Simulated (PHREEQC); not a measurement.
HCl is added in steps, without added water, to 1 kg of water holding 0.0071 mol HF, 7.2e-05 mol NH4F and 0.0012 mol H2SO4, at 25 °C. Oxygen alone is held at its pressure in air (log pO2 = -0.68). The system is closed to CO2. Precipitation was switched off in this run.

Base run: PHREEQC, ion-association model, wateq4f.dat. Each further column changes one thing. The table gives F- (mol/kgw).

| HCl added (mol) | base | database phreeqc.dat | Davies equation for every ion | Debye-Hückel limiting law | all activity coefficients set to 1 |
|---|---|---|---|---|---|
| 0 | 0.00128 | 0.00130 | 0.00128 | 0.00129 | 0.00118 |
| 0.00175 | 0.000975 | 0.000997 | 0.000979 | 0.000989 | ___ |
| 0.0035 | 0.000779 | 0.000798 | 0.000783 | 0.000795 | 0.000685 |
| 0.00525 | 0.000646 | 0.000664 | 0.000651 | 0.000663 | 0.000557 |
| 0.006125 | 0.000595 | 0.000611 | 0.000600 | 0.000612 | 0.000508 |
| 0.007875 | 0.000513 | 0.000529 | 0.000518 | 0.000531 | 0.000431 |
| 0.009625 | 0.000452 | 0.000466 | 0.000457 | 0.000470 | 0.000374 |
| 0.01137 | 0.000404 | 0.000416 | 0.000409 | ___ | 0.000329 |
| 0.01312 | 0.000365 | 0.000377 | 0.000370 | ___ | 0.000294 |
| 0.01487 | 0.000334 | 0.000344 | 0.000338 | 0.000353 | 0.000265 |
| 0.01575 | 0.000320 | 0.000330 | 0.000325 | 0.000339 | 0.000253 |
| 0.0175 | 0.000296 | 0.000305 | 0.000300 | 0.000315 | 0.000231 |
| 0.01925 | 0.000275 | 0.000284 | 0.000280 | 0.000294 | ___ |
| 0.021 | 0.000257 | 0.000266 | 0.000262 | 0.000277 | 0.000198 |

Q: Fill in the missing entries.

A: 
- 0.00175, all activity coefficients set to 1: 0.000878
- 0.01137, Debye-Hückel limiting law: 0.000422
- 0.01312, Debye-Hückel limiting law: 0.000384
- 0.01925, all activity coefficients set to 1: 0.000213

 phreeqc.dat and wateq4f.dat share most of their constants, so their agreement is no independent check.
